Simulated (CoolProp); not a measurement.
A simple Rankine cycle with R11: condensing at 294.15 K, boiler at 0.501 MPa, turbine inlet 366.4 K, turbine efficiency 0.75, pump efficiency 0.7, no recuperator. Each further row changes one setting.

Computed with CoolProp (reference Helmholtz-energy equation of state, Jacobsen 1992).

| case | thermal efficiency (%) | net work (kJ/kg) | heat in (kJ/kg) | turbine exit temperature (K) | volume ratio over the turbine |
|---|---|---|---|---|---|
| as stated | ? | 23.9 | 221 | 317.9 | 5.08 |
| turbine inlet 386.4 K | ? | 25.6 | 234 | 337.3 | 5.05 |
| condensing temperature 286.15 K | 12.2 | ? | ? | 310.6 | 6.73 |
| boiler pressure 0.351 MPa | 8.8 | ? | 223 | ? | 3.57 |
| turbine efficiency 0.65 | 9.4 | 20.7 | 221 | 323.3 | 5.18 |

**Question.** What belongs in the gaps?

**Answer.** 
- as stated, thermal efficiency (%): 10.8
- turbine inlet 386.4 K, thermal efficiency (%): 10.9
- condensing temperature 286.15 K, net work (kJ/kg): 27.8
- condensing temperature 286.15 K, heat in (kJ/kg): 228
- boiler pressure 0.351 MPa, net work (kJ/kg): 19.7
- boiler pressure 0.351 MPa, turbine exit temperature (K): 328.8
